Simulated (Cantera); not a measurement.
A closed system holds: 1 mol CCl4, 3.8 mol H2, at 2725 °C and 36.0 Pa.

Cantera equilibrium calculation (NASA polynomials, part measured and part estimated; ideal gas, pure solids and liquids). Candidate condensed phases: C, C6H6, C7H8, C8H18; 91 gas species. Rates play no part.

Base state: H 0.612, Cl 0.326, C 0.0339, C3 0.0125, H2 0.00548, C2 0.00517, HCl 0.00428, C2H 0.000390 (mole fractions); condensed: gas only.

### Question
What changes in the equilibrium state with this change: pressure from 36.0 Pa to 14.0 mbar?

### Answer
```tsv
species	before	after
H	0.612	0.438
Cl	0.326	0.303
HCl	0.00428	0.111
H2	0.00548	0.109
C	0.0339	0.00355
C3	0.0125	0.0218
C4H2	3.15e-8	0.000174
C2HCl	3.57e-7	0.000153
C2H2 (acetylene)	2.03e-5	0.00674
C2H2 (vinylidene)	6.38e-8	2.12e-5
Cl2	4.21e-7	1.41e-5
C(graphite), mol	0	0.0358
```
The tables' values for CCl are old estimates; treat these amounts as uncertain.

### Question
What changes in the equilibrium state with this change: CCl4 replaced by CH3F?

### Answer
```csv
species,before,after
H,0.612,0.848
HF,0,0.0579
C,0.0339,0.0346
Cl,0.326,0
F,0,0.0288
H2,0.00548,0.0105
C3,0.0125,0.0133
HCl,0.00428,0
CF,0,0.000831
C2H2 (acetylene),2.03e-5,4.07e-5
C2H,0.000390,0.000563
CH,2.14e-5,3.03e-5
```
